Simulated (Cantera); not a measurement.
Feed: 1 mol Na2SO4, 0.022 mol CO2, held at 1323.15 K and 21.0 Pa.

These are equilibrium values from Cantera (NASA tables, ideal gas, pure condensed phases), not measurements of a reactor. Candidate condensed phases: C, Na, NaO2, Na2CO3, Na2O, Na2O2, Na2S, Na2SO4, S; 27 gas species. Equilibrium is a limit: real reactors are often held back by kinetics, nucleation or transport.

Base state: CO2 0.949, Na 0.0209, O2 0.0105, SO2 0.0105, Na2SO4 0.00866, CO 0.000154, NaO 1.03e-5 (mole fractions); condensed: Na2SO4(l).

**Question.** What changes in the equilibrium state with this change: 0.00076 mol H2S added?

**Answer.** 
```tsv
species	before	after
CO2	0.949	0.807
Na	0.0209	0.0769
SO2	0.0105	0.0722
H2O	0	0.0221
NaOH	0	0.0116
O2	0.0105	0.000113
H2	0	1.86e-5
CO	0.000154	0.00126
NaO	1.03e-5	3.94e-6
Na2SO4(l), mol	1.000	0.999
```
Further candidate phases: C6H6, C7H8, C8H18, H2O, H2SO4, NaOH.
